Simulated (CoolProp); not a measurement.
Saturation properties of isopentane (Tc = 460.3 K, pc = 33.78 bar, ω = 0.227).

The numbers come from the reference Helmholtz-energy equation of state, Lemmon 2006 in CoolProp. It is a short technical equation, of lower accuracy than the large ones.

```
T (K)  p (bar)  liquid density (kg/m³)  vapour density (kg/m³)  enthalpy of vaporisation (kJ/kg)  liquid cp (kJ/(kg K))  liquid conductivity (mW/(m K))
-----  -------  ----------------------  ----------------------  --------------------------------  ---------------------  ------------------------------
260.3   0.1919                   652.0                  0.6483                             372.5                  2.089                             114
271.6   0.3229                   641.2                   1.052                             364.7                  2.142                             110
282.9   0.5179                   630.2                   1.633                             356.7                  2.196                             106
294.2   0.7967                   619.0                   2.441                             348.4                  2.253                             103
305.5    1.182                   607.4                   3.530                             339.8                  2.313                            99.5
316.9    1.703                   595.4                   4.978                             330.5                  2.376                            96.1
328.2    2.378                   583.0                   6.834                             320.9                  2.441                            92.8
339.5    3.241                   570.2                   9.193                             310.5                  2.510                            89.4
350.8    4.320                   556.8                   12.16                             299.5                  2.584                            86.1
362.1    5.649                   542.6                   15.85                             287.5                  2.663                            82.7
373.4    7.260                   527.6                   20.42                             274.5                  2.751                            79.3
384.7    9.190                   511.5                   26.09                             260.2                  2.849                            75.9
396      11.48                   494.1                   33.15                             244.3                  2.964                            72.4
407.3    14.16                   474.9                   42.02                             226.4                  3.104                            68.9
```

It boils at 301.0 K under 1 atm.

Thermal conductivity comes from a separate model (Vassiliou 2015).
